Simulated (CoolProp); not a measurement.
A simple Rankine cycle with R1336mzz(Z): condensing at 311.15 K, boiler at 1.53 MPa, turbine inlet 411.4 K, turbine efficiency 0.65, pump efficiency 0.6, no recuperator. Each further row changes one setting.

Values from CoolProp's reference Helmholtz-energy equation of state, McLinden 2020.

```tsv
case	thermal efficiency (%)	net work (kJ/kg)	heat in (kJ/kg)	turbine exit temperature (K)	volume ratio over the turbine
as stated	10.9	25.3	233	358.9	16.3
turbine inlet 431.4 K	(withheld)	28.0	(withheld)	(withheld)	14.9
condensing temperature 303.15 K	11.7	28.4	242	355.0	21.7
boiler pressure 1.07 MPa	9.8	23.8	(withheld)	(withheld)	9.92
turbine efficiency 0.55	9.1	21.1	233	363.2	16.5
```

### Question
Some entries are withheld; supply them.

### Answer

- turbine inlet 431.4 K, thermal efficiency (%): 10.8
- turbine inlet 431.4 K, heat in (kJ/kg): 259
- turbine inlet 431.4 K, turbine exit temperature (K): 383.1
- boiler pressure 1.07 MPa, heat in (kJ/kg): 244
- boiler pressure 1.07 MPa, turbine exit temperature (K): 372.1
